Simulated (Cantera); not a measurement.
An adiabatic, constant-pressure homogeneous reactor starts with 1.60 % C3H8, 9.76 % O2, 82.9 % N2, 5.76 % H2O, equivalence ratio 0.82, at 1450 K and 495 Torr.

Model: GRI-Mech 3.0 (53 species, 325 reactions), integrated in Cantera. GRI-Mech 3.0 was tuned for natural gas; its chemistry of propane as a main component is partial and can be far from experiment.

x: mole fraction; the columns are a selection and need not sum to one.

| t (s) | T (K) | x C3H8 | x O2 | x H2O | x CH2 | x N2O | x CH2O |
|---|---|---|---|---|---|---|---|
| 4.00e-6 | 1449 | 0.0159 | 0.0976 | 0.0576 | 5.24e-9 | 3.44e-12 | 4.21e-7 |
| 1.08e-5 | 1448 | 0.0157 | 0.0975 | 0.0576 | 4.31e-8 | 3.07e-11 | 8.32e-6 |
| 2.92e-5 | 1445 | 0.0149 | 0.0972 | 0.0578 | 2.20e-7 | 1.53e-10 | 9.83e-5 |
| 7.87e-5 | 1443 | 0.0124 | 0.0962 | 0.0584 | 4.40e-7 | 4.64e-10 | 0.000454 |
| 0.000213 | 1482 | ___ | ___ | ___ | ___ | ___ | ___ |
| 0.000574 | 2007 | <1e-12 | 0.0251 | 0.101 | <1e-12 | 1.00e-7 | 2.31e-11 |
| 0.00155 | 2150 | <1e-12 | ___ | 0.110 | <1e-12 | ___ | 7.40e-12 |
| 0.00418 | 2219 | <1e-12 | 0.0189 | 0.115 | <1e-12 | 1.71e-7 | 2.05e-12 |
| 0.0113 | 2234 | <1e-12 | 0.0183 | 0.116 | <1e-12 | 1.70e-7 | 1.23e-12 |
| 0.0305 | 2234 | <1e-12 | 0.0181 | 0.116 | <1e-12 | 1.70e-7 | 1.22e-12 |
| 0.0823 | 2233 | <1e-12 | 0.0178 | 0.116 | <1e-12 | 1.70e-7 | 1.22e-12 |
| 0.222 | 2230 | <1e-12 | 0.0172 | 0.116 | <1e-12 | 1.72e-7 | 1.22e-12 |
| 0.600 | 2228 | <1e-12 | 0.0167 | 0.116 | <1e-12 | 1.75e-7 | 1.23e-12 |

Problem. What belongs in the gaps?

Solution. 
- 0.000213, x C3H8: 0.00297
- 0.000213, x O2: 0.0861
- 0.000213, x H2O: 0.0654
- 0.000213, x CH2: 5.09e-6
- 0.000213, x N2O: 3.60e-9
- 0.000213, x CH2O: 0.00169
- 0.00155, x O2: 0.0211
- 0.00155, x N2O: 1.42e-7
